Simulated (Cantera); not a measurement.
**Equilibrium for titanium nitride, carbide and oxide coatings: Ti(OiPr)4 + CH4 + H2 + H2O**

Input: 1 mol Ti(OiPr)4, 7.4 mol CH4, 1.4 mol H2, 1.1 mol H2O, held at 0.760 bar.

Cantera equilibrium calculation (NASA polynomials, part measured and part estimated; ideal gas, pure solids and liquids). Candidate condensed phases: C, C6H6, C7H8, C8H18, H2O, Ti, TiC, TiO, TiO2, Ti2O3, Ti3O5, Ti4O7; 113 gas species. The feed counts by its element totals alone. Mutual solubility and eutectic melting of coexisting phases are not modelled. TiC: taken at fixed stoichiometry. Condensed phases not in the tables: Magnéli phases beyond Ti4O7. Equilibrium is a limit: real reactors are often held back by kinetics, nucleation or transport.

At 1000 °C the condensed part is C(graphite) + Ti4O7(s). At 1150 °C the condensed part is C(graphite) + TiC(s) + Ti3O5(s). From 1300 °C to 1900 °C the condensed part is C(graphite) + TiC(s).

```
T (°C)  log p H2  log p CO  log p CH4  log p H  n C(graphite)  n Ti4O7(s)  n TiC(s)  n Ti3O5(s)
------  --------  --------  ---------  -------  -------------  ----------  --------  ----------
1000       -0.17     -1.13      -2.36    -6.23           15.9       0.250         0           0
1150       -0.17     -1.08      -2.76    -5.26           15.2           0     0.265       0.245
1300       -0.19     -0.97      -3.11    -4.48           13.3           0      1.00           0
1450       -0.19     -0.97      -3.37    -3.83           13.3           0      1.00           0
1600       -0.19     -0.97      -3.59    -3.28           13.3           0      1.00           0
1750       -0.19     -0.97      -3.77    -2.81           13.2           0      1.00           0
1900       -0.19     -0.97      -3.93    -2.41           13.2           0     1.000           0
```
log p: log10 of the partial pressure in bar; n: condensed amount in mol.
